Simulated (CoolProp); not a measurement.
Dry air along the isotherm 187.1 K: fugacity coefficient from the reference equation and from simpler models built on Tc = 132.5 K, pc = 3786 kPa, ω = 0.034; each cubic takes its own stable root.

Model: reference Helmholtz-energy equation of state, Lemmon 2000, in CoolProp. It is a pseudo-pure fit of the blend.

| p (kPa) | phase | reference | van der Waals | Soave-Redlich-Kwong | Peng-Robinson |
|---|---|---|---|---|---|
| 135 | gas | 0.9960 | 0.9956 | 0.9960 | 0.9951 |
| 270 | gas | 0.9920 | 0.9912 | 0.9920 | 0.9901 |
| 406 | gas | 0.9880 | 0.9868 | 0.9880 | 0.9852 |
| 541 | gas | 0.9840 | 0.9825 | 0.9841 | 0.9804 |
| 676 | gas | 0.9801 | 0.9781 | 0.9802 | 0.9756 |
| 811 | gas | 0.9761 | 0.9738 | 0.9763 | 0.9708 |
| 947 | gas | 0.9722 | 0.9694 | 0.9724 | 0.9660 |
| 1080 | gas | 0.9683 | 0.9652 | 0.9686 | 0.9613 |
| 1220 | gas | 0.9643 | 0.9607 | 0.9646 | 0.9565 |
| 1350 | gas | 0.9606 | 0.9566 | 0.9609 | 0.9520 |
| 1490 | gas | 0.9566 | 0.9522 | 0.9569 | 0.9472 |
| 1620 | gas | 0.9529 | 0.9480 | 0.9533 | 0.9428 |
| 1760 | gas | 0.9489 | 0.9436 | 0.9494 | 0.9380 |
| 1890 | gas | 0.9453 | 0.9395 | 0.9458 | 0.9336 |
